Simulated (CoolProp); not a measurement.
Vapour pressure (kPa) of C2F6 (R116): the reference equation beside estimates from Tc = 293.0 K, pc = 3048 kPa, ω = 0.257. Clausius-Clapeyron is anchored at 252.8 K with a constant enthalpy of vaporisation of 11.56 kJ/mol.

The numbers come from the reference Helmholtz-energy equation of state, Lemmon 2006 in CoolProp. It is a short technical equation, of lower accuracy than the large ones.

```
T (K)  reference  Lee-Kesler  Clausius-Clapeyron  van der Waals  Redlich-Kwong  Soave-Redlich-Kwong  Peng-Robinson
-----  ---------  ----------  ------------------  -------------  -------------  -------------------  -------------
224.7      393.5       395.5               520.7          957.6          550.2                396.2          391.9
230.3      486.9       489.5               605.3           1076          659.7                491.2          485.2
236        598.0       601.2               700.3           1205          786.0                604.4          596.6
241.6      724.5       728.1               802.7           1341          925.2                733.5          723.8
247.2      869.9       873.8               914.5           1487           1080                881.9          870.3
252.8       1036        1040                1036           1642           1252                 1051           1038
258.5       1228        1232                1169           1809           1446                 1247           1232
264.1       1441        1445                1311           1984           1654                 1465           1448
269.7       1682        1686                1462           2168           1881                 1708           1692
275.4       1956        1961                1627           2367           2133                 1985           1970
281         2259        2265                1799           2572           2400                 2287           2274
```

Absolute difference from the reference over all 11 rows, mean and median: Lee-Kesler 0.4 and 0.4 %, Clausius-Clapeyron 14.0 and 13.1 %, van der Waals 66.3 and 58.5 %, Redlich-Kwong 21.7 and 20.8 %, Soave-Redlich-Kwong 1.3 and 1.4 %, Peng-Robinson 0.4 and 0.3 %.
